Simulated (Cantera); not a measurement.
An adiabatic, constant-volume homogeneous reactor starts with CH₃OH : O₂ : N₂ : H₂O = 1 : 1.95 : 7.32 : 0.69 (molar parts), at 1300 K and 0.543 atm.

Model: GRI-Mech 3.0 (53 species, 325 reactions), integrated in Cantera. GRI-Mech 3.0 was tuned for natural gas; its chemistry of methanol as a main component is partial and can be far from experiment.

x: mole fraction; the columns are a selection and need not sum to one.

| t (s) | T (K) | P (bar) | x CH₃OH | x O₂ | x H₂O | x O | x C₂H₆ |
|---|---|---|---|---|---|---|---|
| 6.00e-6 | 1300 | 0.550 | 0.0912 | 0.178 | 0.0630 | 8.40e-10 | <1e-12 |
| 1.45e-5 | 1300 | 0.550 | 0.0912 | 0.178 | 0.0630 | 8.64e-10 | 6.23e-12 |
| 3.51e-5 | 1300 | 0.550 | 0.0912 | 0.178 | 0.0630 | 9.10e-10 | 6.63e-11 |
| 8.50e-5 | 1300 | 0.550 | 0.0912 | 0.178 | 0.0630 | 9.85e-10 | 5.02e-10 |
| 0.000206 | 1300 | 0.550 | 0.0912 | 0.178 | 0.0630 | [?] | 2.23e-9 |
| 0.000498 | 1300 | 0.550 | 0.0912 | 0.178 | 0.0630 | [?] | 5.96e-9 |
| 0.00120 | 1300 | 0.550 | 0.0908 | 0.178 | 0.0631 | [?] | 1.14e-8 |
| 0.00292 | 1342 | 0.574 | 0.0765 | 0.169 | 0.0724 | [?] | 1.35e-8 |
| 0.00706 | 2638 | 1.20 | <1e-12 | 0.0433 | 0.206 | 0.00528 | <1e-12 |
| 0.0171 | 2633 | 1.20 | <1e-12 | 0.0417 | 0.206 | 0.00508 | <1e-12 |
| 0.0413 | 2633 | 1.20 | <1e-12 | 0.0416 | 0.206 | 0.00507 | <1e-12 |
| 0.100 | 2633 | 1.20 | <1e-12 | 0.0416 | 0.206 | 0.00507 | <1e-12 |

**Question.** Some entries are withheld; supply them.

**Answer.** 
- 0.000206, x O: 1.10e-9
- 0.000498, x O: 1.51e-9
- 0.00120, x O: 3.97e-9
- 0.00292, x O: 2.58e-7
